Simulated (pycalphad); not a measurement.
CALPHAD calculation (pycalphad, COST 507 light-alloy database (1999)), 1 atm. These are 1990s assessments: newer ones move some temperatures and phases. Kinetics are ignored, which matters at the lower temperatures.

Task: How does the equilibrium phase assembly of Ti-5.8B (at.%) change on cooling from 2577 °C to 257 °C?

Result: 
| T (°C) | phases above | phases below |
|---|---|---|
| 1556.8 | liquid | bcc + liquid |
| 1541.0 | bcc + liquid | bcc + BM |
| 882.9 | bcc + BM | BM + hcp |
Changes were sought between steps of 40 K, so a narrower field can be missed.

Database names, with the compositions (at.%) that they take in these runs: BM: Ti 50 B 50.
